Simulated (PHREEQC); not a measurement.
1 kg of water holding 0.024 mol KCl and 0.2 mol NaOH meets 20 L of dry gas (N2 0.79, O2 0.21 by moles) at fixed total pressure, at 50 °C; fugacities by Peng-Robinson. The gases take part in no redox reaction, some water evaporates into the gas, and hydrates or a liquid gas phase aren't modelled. No solid was allowed to form.

Equilibrium calculation in PHREEQC: ion-association model, phreeqc.dat.

```json
[
 {"P (atm)": "2", "dissolved N2 (mol/kgw)": "0.000725", "φ of N2": "1.000", "p of N2 (atm)": "1.48", "dissolved O2 (mol/kgw)": "0.000348", "φ of O2": "0.998", "p of O2 (atm)": "0.394"},
 {"P (atm)": "5", "dissolved N2 (mol/kgw)": "0.00187", "φ of N2": "0.999", "p of N2 (atm)": "3.85", "dissolved O2 (mol/kgw)": "0.000900", "φ of O2": "0.996", "p of O2 (atm)": "1.02"},
 {"P (atm)": "10", "dissolved N2 (mol/kgw)": "0.00377", "φ of N2": "0.998", "p of N2 (atm)": "7.80", "dissolved O2 (mol/kgw)": "0.00180", "φ of O2": "0.993", "p of O2 (atm)": "2.07"},
 {"P (atm)": "20", "dissolved N2 (mol/kgw)": "0.00749", "φ of N2": "0.996", "p of N2 (atm)": "15.7", "dissolved O2 (mol/kgw)": "0.00357", "φ of O2": "0.987", "p of O2 (atm)": "4.17"},
 {"P (atm)": "30", "dissolved N2 (mol/kgw)": "0.0111", "φ of N2": "0.995", "p of N2 (atm)": "23.6", "dissolved O2 (mol/kgw)": "0.00527", "φ of O2": "0.981", "p of O2 (atm)": "6.27"},
 {"P (atm)": "40", "dissolved N2 (mol/kgw)": "0.0147", "φ of N2": "0.993", "p of N2 (atm)": "31.5", "dissolved O2 (mol/kgw)": "0.00690", "φ of O2": "0.976", "p of O2 (atm)": "8.37"},
 {"P (atm)": "50", "dissolved N2 (mol/kgw)": "0.0181", "φ of N2": "0.992", "p of N2 (atm)": "39.4", "dissolved O2 (mol/kgw)": "0.00849", "φ of O2": "0.970", "p of O2 (atm)": "10.5"},
 {"P (atm)": "75", "dissolved N2 (mol/kgw)": "0.0264", "φ of N2": "0.991", "p of N2 (atm)": "59.1", "dissolved O2 (mol/kgw)": "0.0122", "φ of O2": "0.958", "p of O2 (atm)": "15.7"},
 {"P (atm)": "100", "dissolved N2 (mol/kgw)": "0.0343", "φ of N2": "0.991", "p of N2 (atm)": "78.9", "dissolved O2 (mol/kgw)": "0.0156", "φ of O2": "0.948", "p of O2 (atm)": "21.0"},
 {"P (atm)": "150", "dissolved N2 (mol/kgw)": "0.0488", "φ of N2": "0.995", "p of N2 (atm)": "118", "dissolved O2 (mol/kgw)": "0.0217", "φ of O2": "0.931", "p of O2 (atm)": "31.4"},
 {"P (atm)": "200", "dissolved N2 (mol/kgw)": "0.0622", "φ of N2": "1.004", "p of N2 (atm)": "158", "dissolved O2 (mol/kgw)": "0.0270", "φ of O2": "0.920", "p of O2 (atm)": "41.9"},
 {"P (atm)": "300", "dissolved N2 (mol/kgw)": "0.0861", "φ of N2": "1.034", "p of N2 (atm)": "237", "dissolved O2 (mol/kgw)": "0.0357", "φ of O2": "0.912", "p of O2 (atm)": "62.9"},
 {"P (atm)": "400", "dissolved N2 (mol/kgw)": "0.107", "φ of N2": "1.079", "p of N2 (atm)": "316", "dissolved O2 (mol/kgw)": "0.0427", "φ of O2": "0.917", "p of O2 (atm)": "83.9"}
]
```

At this temperature some constants are extrapolated from 25 °C, and those without enthalpy data are left unchanged.
